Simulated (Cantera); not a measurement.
An isothermal, constant-pressure homogeneous reactor starts with CO : O2 : H2O : N2 = 0.0011 : 0.0035 : 0.00023 : 1 (molar parts), equivalence ratio 0.16, at 1000 K and 460000 Pa. Integrator tolerance rtol = 1e-08.

Detailed kinetics in Cantera: GRI-Mech 3.0 (53 species, 325 reactions).

What does this change do: temperature 1000 to 1400 K?


```tsv
quantity	before	after
x(CO) at 1.00 s	0.00109 (gas-phase equilibrium <1e-12)	1.75e-8 (gas-phase equilibrium 9.38e-9)
x(O2) at 1.00 s	0.00348 (gas-phase equilibrium 0.00294)	0.00294 (gas-phase equilibrium 0.00289)
x(H2O) at 1.00 s	0.000229 (gas-phase equilibrium 0.000229)	0.000229 (gas-phase equilibrium 0.000229)
x(OH) at 1.00 s	4.39e-10 (gas-phase equilibrium 1.30e-9)	3.95e-7 (gas-phase equilibrium 3.45e-7)
x(NO) at 1.00 s	<1e-12 (gas-phase equilibrium 4.18e-6)	1.04e-6 (gas-phase equilibrium 9.60e-5)
```
